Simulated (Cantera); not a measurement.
A freely propagating, adiabatic, planar premixed flame of CH₄ : H₂ : O₂ : N₂ = 1 : 1.1 : 3.7 : 16.3 (molar parts), equivalence ratio 0.69, unburnt at 675 K and 0.900 bar; multicomponent+Soret transport, grid criteria slope 0.08 and curve 0.16, no radiation.

Cantera simulation using GRI-Mech 3.0 (53 species, 325 reactions); the numbers are that mechanism's predictions, not measurements. Burning velocities carry a grid error of a few per cent, more on coarse grids.

x: mole fraction of selected species; z is measured from the peak of heat release.

```csv
z (mm),T (K),u (m/s),x CH₄,x H₂,x O₂,x NO₂,x CO,x HCN
-1.22,675,1.46,0.0453,0.0487,0.168,<1e-8,7.41e-7,<1e-8
-0.813,676,1.46,0.0453,0.0464,0.168,<1e-8,9.90e-6,<1e-8
-0.610,679,1.47,0.0453,0.0435,0.168,<1e-8,5.21e-5,<1e-8
-0.407,703,1.51,0.0443,0.0376,0.168,<1e-8,0.000446,<1e-8
-0.203,___,1.93,0.0354,0.0283,0.155,<1e-8,0.00530,2.68e-8
-0.102,___,2.54,0.0221,0.0232,0.131,<1e-8,0.0143,9.38e-8
0,___,3.21,0.00647,0.0167,0.0965,<1e-8,0.0246,2.31e-7
0.102,1632,3.53,0.000682,0.00984,0.0741,<1e-8,0.0244,2.19e-7
0.203,1689,3.65,4.15e-5,0.00655,0.0655,<1e-8,0.0192,9.75e-8
0.407,1759,3.78,1.93e-7,0.00509,0.0604,<1e-8,0.0120,1.36e-8
0.813,1841,3.94,<1e-8,0.00400,0.0573,<1e-8,0.00669,<1e-8
1.63,1913,4.07,<1e-8,0.00249,0.0555,<1e-8,0.00387,<1e-8
3.25,1962,4.17,<1e-8,0.00122,0.0547,<1e-8,0.00200,<1e-8
```

### Question
Some entries are withheld; supply them.

### Answer

- -0.203, T (K): 903
- -0.102, T (K): 1182
- 0, T (K): 1485
